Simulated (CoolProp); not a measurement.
Vapour-liquid equilibrium of R134a (1) + R142b (2) at 0.947 MPa; x and y are mole fractions of (1).

The numbers come from the multi-fluid Helmholtz-energy mixture model, Tillner-Roth 1994 and Lemmon 2006; pair parameters Bell 2016 in CoolProp.

```csv
x,"bubble temperature, mixture model (°C)","bubble temperature, Raoult's law (°C)","y, mixture model","y, Raoult's law"
0.05,61.1,61.4,0.088,0.092
0.2,55.2,56.3,0.311,0.325
0.35,50.4,51.8,0.487,0.509
0.5,46.5,47.9,0.629,0.659
0.65,43.2,44.3,0.751,0.783
0.8,40.5,41.2,0.860,0.886
0.95,38.1,38.3,0.965,0.974
```

The largest gap from Raoult's law is -1.4 K in bubble temperature, at x = 0.5. No azeotrope shows between x = 0.05 and 0.95.

The pair parameters rest on a limited set of measurements; away from them the model extrapolates.
